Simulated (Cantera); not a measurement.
# Hydrocarbon pyrolysis for carbon deposition

A perfectly stirred reactor is fed with 0.826 % CH4, 99.2 % N2, at 2670 Pa; it is held at 1975 K, and followed from long to short residence time.

Model: GRI-Mech 3.0 (53 species, 325 reactions), integrated in Cantera. GRI-Mech 3.0 stops at C3 and has no aromatics, soot or wall deposition, so with more carbon than oxygen in the feed, carbon stays in small species such as C2H2 where larger ones or solid carbon would form. Radical loss at walls, strong at low pressure, is not modelled.

```
τ (s)       x CH4    x C2H6    x C2H4     x C2H       x H
-------  --------  --------  --------  --------  --------
27        1.73e-5  5.89e-11   5.73e-8   1.21e-6  0.000394
6.0       7.02e-5  5.49e-10   4.68e-7   1.25e-6  0.000293
1.3      0.000247   4.03e-9   3.27e-6   1.16e-6  0.000222
0.30     0.000754   2.18e-8   1.71e-5   9.09e-7  0.000165
0.067     0.00210   9.41e-8   7.34e-5   6.05e-7  0.000111
0.015     0.00484   2.29e-7  0.000177   2.64e-7   5.51e-5
0.0033    0.00761   9.08e-8   5.08e-5   2.35e-8   1.27e-5
0.00074   0.00815   5.23e-9   1.14e-6  9.27e-11   6.01e-6
```
x: mole fraction; the columns are a selection and need not sum to one.
